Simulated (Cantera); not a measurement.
A closed system holds: 1 mol ZrO₂, 0.69 mol H₂, held at 101000 Pa.

Equilibrium computed with Cantera from the NASA thermochemical tables; the gas is ideal and each condensed phase is pure. Candidate condensed phases: H₂O, Zr, ZrO₂; 12 gas species. Equilibrium is a limit: real reactors are often held back by kinetics, nucleation or transport.

x: gas mole fraction; n: condensed amount in mol.

| T (K) | x H₂ | x H | x H₂O | x ZrO | x Zr | n ZrO₂(monoclinic) | n ZrO₂(tetragonal) |
|---|---|---|---|---|---|---|---|
| 1475 | 1.000 | 1.29e-5 | 2.16e-9 | <1e-12 | <1e-12 | 1.00 | 0 |
| 1575 | 1.000 | 4.13e-5 | 9.73e-9 | 2.32e-12 | <1e-12 | 0 | 1.00 |
| 1675 | 1.000 | 0.000115 | 3.65e-8 | 3.89e-11 | ? | 0 | 1.00 |
| 1775 | 1.000 | 0.000287 | 1.18e-7 | 4.71e-10 | ? | 0 | 1.00 |
| 1875 | 0.999 | 0.000651 | 3.35e-7 | 4.36e-9 | ? | 0 | 1.00 |
| 1975 | 0.999 | 0.00136 | 8.56e-7 | 3.20e-8 | ? | 0 | 1.00 |
| 2075 | 0.997 | 0.00264 | 2.00e-6 | 1.94e-7 | ? | 0 | 1.000 |
| 2175 | 0.995 | 0.00484 | 4.35e-6 | 9.74e-7 | ? | 0 | 1.000 |

**Question.** Complete the blanks.

**Answer.** 
- 1675, x Zr: 2.14e-12
- 1775, x Zr: 2.46e-11
- 1875, x Zr: 2.17e-10
- 1975, x Zr: 1.53e-9
- 2075, x Zr: 8.96e-9
- 2175, x Zr: 4.32e-8
